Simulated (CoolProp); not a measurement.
Properties of acetone along the isobar 5.1 MPa.

Model: reference Helmholtz-energy equation of state, Lemmon 2006, in CoolProp. It is a short technical equation, of lower accuracy than the large ones.

| T (K) | phase | Z | cp (kJ/(kg K)) |
|---|---|---|---|
| 242.4 | liquid | 0.1732 | 2.034 |
| 261.8 | liquid | 0.1643 | 2.061 |
| 281.1 | liquid | 0.1569 | 2.096 |
| 300.4 | liquid | 0.1506 | 2.137 |
| 319.7 | liquid | 0.1455 | 2.185 |
| 339 | liquid | 0.1412 | 2.240 |
| 358.3 | liquid | 0.1378 | 2.302 |
| 377.7 | liquid | 0.1353 | 2.372 |
| 397 | liquid | 0.1336 | 2.451 |
| 416.3 | liquid | 0.1329 | 2.543 |
| 435.6 | liquid | 0.1333 | 2.656 |
| 454.9 | liquid | 0.1352 | 2.804 |
| 474.2 | liquid | 0.1397 | 3.032 |
| 493.6 | liquid | 0.1497 | 3.535 |
